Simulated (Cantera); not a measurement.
# Fe + SO2 + N2 + H2O (metals in furnace atmospheres)

Input: 1 mol Fe, 1.9 mol SO2, 230 mol N2, 4.3 mol H2O, at 1100 K and 100 Torr.

Cantera equilibrium calculation (NASA polynomials, part measured and part estimated; ideal gas, pure solids and liquids). Candidate condensed phases: Fe, FeO, Fe(OH)2, Fe(OH)3, FeS, FeSO4, FeS2, Fe2O3, Fe2(SO4)3, Fe3O4, H2O, H2SO4, S; 38 gas species. Mutual solubility and eutectic melting of coexisting phases are not modelled. FeS: taken at fixed stoichiometry. Gases not in the tables: S3 to S7. Equilibrium is a limit: real reactors are often held back by kinetics, nucleation or transport.

- x(N2) = 0.975
- x(H2O) = 0.0176
- x(SO2) = 0.00572
- x(S2) = 0.000909
- x(H2) = 0.000419
- x(H2S) = 0.000234
- x(S2O) = 1.34e-5
- x(SO) = 5.41e-6
- x(SH) = 1.14e-6
- n(FeS(s)) = 0.0600 mol
- n(Fe3O4(s)) = 0.313 mol
- gas amount = 235.9 mol
- log10 activity of Fe(α) (absent) = -2.39
- log10 activity of S(l) (absent) = -2.56
- log10 activity of Fe(OH)2(s) (absent) = -7.80
